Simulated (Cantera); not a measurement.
A closed system holds: 1 mol CH3Cl, 9.5 mol H2, held at 7.50 Pa.

Method: chemical equilibrium by Gibbs-energy minimisation in Cantera with the NASA 1993 tables (ideal gas, pure condensed phases). Candidate condensed phases: C, C6H6, C7H8, C8H18; 91 gas species. Kinetics and transport are ignored. All values below are at 950 °C.

Base state: H2 0.913, HCl 0.0870, H 3.32e-5 (mole fractions); condensed: C(graphite).

### Question
What changes in the equilibrium state with this change: CH3Cl replaced by CF4?

### Answer
| species | before | after |
|---|---|---|
| H2 | 0.913 | 0.652 |
| HF | 0 | 0.348 |
| H | 3.32e-5 | 2.80e-5 |
| HCl | 0.0870 | 0 |
| C(graphite), mol | 1.000 | 1.000 |
